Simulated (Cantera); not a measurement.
An isothermal, constant-pressure homogeneous reactor starts with CH4 : H2O = 1 : 3.1 (molar parts), at 1450 K and 1.78 atm. Integrator tolerance rtol = 1e-08.

Detailed kinetics in Cantera: GRI-Mech 3.0 (53 species, 325 reactions).

**Question.** What does this change do: H2O 3.1 to 4 parts?

**Answer.** 
```tsv
quantity	before	after
x(CH4) at 90.0 s	0.0335 (gas-phase equilibrium 1.58e-6)	0.0226 (gas-phase equilibrium 7.11e-7)
x(H2O) at 90.0 s	0.372 (gas-phase equilibrium 0.312)	0.436 (gas-phase equilibrium 0.391)
x(HO2) at 90.0 s	<1e-12 (gas-phase equilibrium <1e-12)	<1e-12 (gas-phase equilibrium <1e-12)
x(C2H) at 90.0 s	2.21e-11 (gas-phase equilibrium <1e-12)	1.34e-11 (gas-phase equilibrium <1e-12)
x(H) at 90.0 s	4.76e-6 (gas-phase equilibrium 5.14e-6)	4.55e-6 (gas-phase equilibrium 4.84e-6)
x(CH3) at 90.0 s	7.06e-6 (gas-phase equilibrium 3.13e-10)	4.98e-6 (gas-phase equilibrium 1.49e-10)
x(H2) at 90.0 s	0.455 (gas-phase equilibrium 0.525)	0.415 (gas-phase equilibrium 0.466)
```

**Question.** What does this change do: H2O 3.1 to 1.7 parts?

**Answer.** 
```csv
quantity,before,after
x(CH4) at 90.0 s,0.0335 (gas-phase equilibrium 1.58e-6),0.0719 (gas-phase equilibrium 1.09e-5)
x(H2O) at 90.0 s,0.372 (gas-phase equilibrium 0.312),0.233 (gas-phase equilibrium 0.132)
x(HO2) at 90.0 s,<1e-12 (gas-phase equilibrium <1e-12),<1e-12 (gas-phase equilibrium <1e-12)
x(C2H) at 90.0 s,2.21e-11 (gas-phase equilibrium <1e-12),6.38e-11 (gas-phase equilibrium <1e-12)
x(H) at 90.0 s,4.76e-6 (gas-phase equilibrium 5.14e-6),5.13e-6 (gas-phase equilibrium 5.74e-6)
x(CH3) at 90.0 s,7.06e-6 (gas-phase equilibrium 3.13e-10),1.41e-5 (gas-phase equilibrium 1.92e-9)
x(H2) at 90.0 s,0.455 (gas-phase equilibrium 0.525),0.527 (gas-phase equilibrium 0.655)
```
